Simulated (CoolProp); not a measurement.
Vapour-liquid equilibrium of dimethyl ether (1) + R227EA (2) at 199 kPa; x and y are mole fractions of (1).

Model: multi-fluid Helmholtz-energy mixture model, Wu 2011 and Lemmon 2016; pair parameters Bell 2016, in CoolProp.

| x | bubble temperature, mixture model (°C) | bubble temperature, Raoult's law (°C) | y, mixture model | y, Raoult's law |
|---|---|---|---|---|
| 0.05 | 1.6 | 0.0 | 0.020 | 0.067 |
| 0.15 | 3.7 | -0.9 | 0.092 | 0.194 |
| 0.25 | 5.3 | -1.9 | 0.211 | 0.314 |
| 0.35 | 5.6 | -2.8 | 0.366 | 0.425 |
| 0.45 | 4.6 | -3.6 | 0.530 | 0.530 |
| 0.55 | 2.7 | -4.5 | 0.678 | 0.628 |
| 0.65 | 0.2 | -5.3 | 0.795 | 0.720 |
| 0.75 | -2.4 | -6.1 | 0.881 | 0.806 |
| 0.85 | -4.9 | -6.9 | 0.941 | 0.887 |
| 0.95 | -7.1 | -7.7 | 0.983 | 0.964 |

The largest gap from Raoult's law is +8.4 K in bubble temperature, at x = 0.35. y crosses x between x = 0.25 and 0.35: the model has an azeotrope there.

The pair parameters rest on a limited set of measurements; away from them the model extrapolates.
